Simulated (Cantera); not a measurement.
Feed: 1 mol Cu₂O, 0.55 mol C, 0.074 mol CO, equilibrated at 0.0150 bar.

Method: chemical equilibrium by Gibbs-energy minimisation in Cantera with the NASA 1993 tables (ideal gas, pure condensed phases). Candidate condensed phases: C, Cu, CuO, Cu₂O; 15 gas species. The numbers say what is thermodynamically allowed, not how fast it happens.

Problem. At 2200 K, list the 7 most abundant gas species with their mole fractions, and the condensed phases.

Solution. Cu 0.751, CO₂ 0.152, CO 0.0843, O₂ 0.00786, Cu₂ 0.00277, O 0.00196, CuO 0.000730. Condensed: gas only.
